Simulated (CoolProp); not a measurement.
Vapour-liquid equilibrium of p-xylene (1) + n-undecane (2) at 0.14 bar; x and y are mole fractions of (1).

Model: multi-fluid Helmholtz-energy mixture model, Zhou 2012 and Aleksandrov 2011; pair parameters Bell 2016, in CoolProp.

| x | bubble temperature (°C) | y at the bubble point | dew temperature at overall composition x (°C) | liquid density (mol/L) |
|---|---|---|---|---|
| 0.05 | 123.5 | 0.224 | 128.0 | 4.322 |
| 0.15 | 114.1 | 0.515 | 125.5 | 4.577 |
| 0.25 | 106.5 | 0.684 | 122.8 | 4.843 |
| 0.35 | 100.3 | 0.789 | 119.8 | 5.124 |
| 0.45 | 95.2 | 0.858 | 116.5 | 5.424 |
| 0.55 | 90.8 | 0.905 | 112.7 | 5.748 |
| 0.65 | 87.1 | 0.938 | 108.2 | 6.100 |
| 0.75 | 83.8 | 0.962 | 102.8 | 6.486 |
| 0.85 | 80.9 | 0.980 | 95.8 | 6.910 |
| 0.95 | 78.3 | 0.994 | 85.5 | 7.381 |

No azeotrope shows between x = 0.05 and 0.95.

The pair parameters rest on a limited set of measurements; away from them the model extrapolates.
